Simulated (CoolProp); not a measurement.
The numbers come from the reference Helmholtz-energy equation of state, Thol 2018 in CoolProp.

Task: For hydrogen chloride, give the phase and the cp (kJ/(kg K)), cv (kJ/(kg K)), speed of sound (m/s), Joule-Thomson coefficient (K/MPa) at 633.2 K and 0.23 MPa; 452.4 K and 0.0169 MPa.

Result: 
- 633.2 K and 0.23 MPa: gas; cp 0.817, cv 0.587, speed of sound 448, Joule-Thomson coefficient 3.68
- 452.4 K and 0.0169 MPa: gas; cp 0.802, cv 0.573, speed of sound 380, Joule-Thomson coefficient 6.72
